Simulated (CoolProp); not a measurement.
The numbers come from the reference Helmholtz-energy equation of state, Lemmon 2006 in CoolProp. It is a short technical equation, of lower accuracy than the large ones.

### Question
For CH3F (R41), give the phase and the density (kg/m³), cv (kJ/(kg K)), Joule-Thomson coefficient (K/MPa), expansivity (1/kK) at 244.5 K and 0.427 MPa; 150.8 K and 1.15 MPa.

### Answer
- 244.5 K and 0.427 MPa: gas; density 7.72, cv 0.912, Joule-Thomson coefficient 32.2, expansivity 5.39
- 150.8 K and 1.15 MPa: liquid; density 968, cv 1.41, Joule-Thomson coefficient -0.354, expansivity 1.92
